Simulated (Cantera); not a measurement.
Input: 1 mol SiO2, 18 mol CO, held at 75.0 Torr.

Cantera equilibrium calculation (NASA polynomials, part measured and part estimated; ideal gas, pure solids and liquids). Candidate condensed phases: C, Si, SiC, SiO2; 20 gas species. The tables hold silica as quartz up to 1696 K and as liquid above; real silica turns to tridymite and cristobalite and melts near 1996 K. Kinetics and transport are ignored.

Problem. Which condensed phases are stable at each of these points (T (K)): 1550, 1575, 1600, 1625, 1650, 1675, 1700, 1725, 1750, 1775?

Solution. 
```csv
T (K),condensed phases,Si condensed (%)
1550,SiO2(β-quartz),99.7
1575,SiO2(β-quartz),99.6
1600,SiO2(β-quartz),99.5
1625,SiO2(β-quartz),99.3
1650,SiO2(β-quartz),99.1
1675,SiO2(β-quartz),98.8
1700,SiO2(condensed),98.4
1725,SiO2(condensed),97.9
1750,SiO2(condensed),97.3
1775,SiO2(condensed),96.6
```

From 1550 K to 1675 K the condensed part is SiO2(β-quartz). From 1700 K to 1775 K the condensed part is SiO2(condensed).
